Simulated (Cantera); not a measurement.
# Adiabatic ignition

An adiabatic, constant-volume homogeneous reactor starts with 14.7 % CH₄, 13.3 % O₂, 66.7 % N₂, 5.28 % H₂O, at 1775 K and 1050 Torr.

Cantera simulation using GRI-Mech 3.0 (53 species, 325 reactions); the numbers are that mechanism's predictions, not measurements.

```tsv
t (s)	T (K)	P (bar)	x CH₄	x O₂	x H₂O	x H₂	x O	x NO
1.00e-6	1775	1.40	0.147	0.133	0.0528	5.79e-6	1.66e-7	<1e-12
5.85e-6	1774	1.40	0.147	0.133	0.0528	3.98e-5	2.82e-7	<1e-12
3.42e-5	1773	1.40	0.145	0.133	0.0534	0.000463	1.34e-6	1.85e-11
0.000200	2719	2.50	4.17e-6	3.18e-5	0.132	0.158	9.63e-5	0.000414
0.00117	2689	2.48	3.21e-11	5.43e-5	0.130	0.157	0.000162	0.000464
0.00684	2689	2.48	3.20e-11	5.45e-5	0.130	0.157	0.000163	0.000430
0.0400	2689	2.48	3.20e-11	5.45e-5	0.130	0.157	0.000163	0.000430
0.234	2689	2.48	3.20e-11	5.45e-5	0.130	0.157	0.000163	0.000430
1.37	2689	2.48	3.20e-11	5.45e-5	0.130	0.157	0.000163	0.000430
8.00	2689	2.48	3.20e-11	5.45e-5	0.130	0.157	0.000163	0.000430
```
x: mole fraction; the columns are a selection and need not sum to one.

- time of steepest temperature rise = 0.138 ms
- temperature at 8.00 s = 2689 K
- equilibrium temperature = 2689 K
- x(CH₄) at 8.00 s = 3.20e-11 (gas-phase equilibrium 3.60e-11)
- x(O₂) at 8.00 s = 5.45e-5 (gas-phase equilibrium 5.45e-5)
- x(H₂O) at 8.00 s = 0.130 (gas-phase equilibrium 0.130)
